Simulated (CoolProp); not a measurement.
Chlorine at 231.56 K and 0.0547 MPa is compressed adiabatically to 0.188 MPa with isentropic efficiency 0.85. Each further row changes one setting.

The numbers come from the reference Helmholtz-energy equation of state, Thol 2021 in CoolProp.

```
case             work (kJ/kg)  final temperature (K)  final density (kg/m³)
---------------  ------------  ---------------------  ---------------------
as stated                   …                      …                      …
efficiency 1                …                      …                      …
efficiency 0.65          59.5                      …                      …
```

What belongs in the gaps?


- as stated, work (kJ/kg): 45.5
- as stated, final temperature (K): 329.2
- as stated, final density (kg/m³): 4.95
- efficiency 1, work (kJ/kg): 38.7
- efficiency 1, final temperature (K): 315.6
- efficiency 1, final density (kg/m³): 5.18
- efficiency 0.65, final temperature (K): 357.1
- efficiency 0.65, final density (kg/m³): 4.55
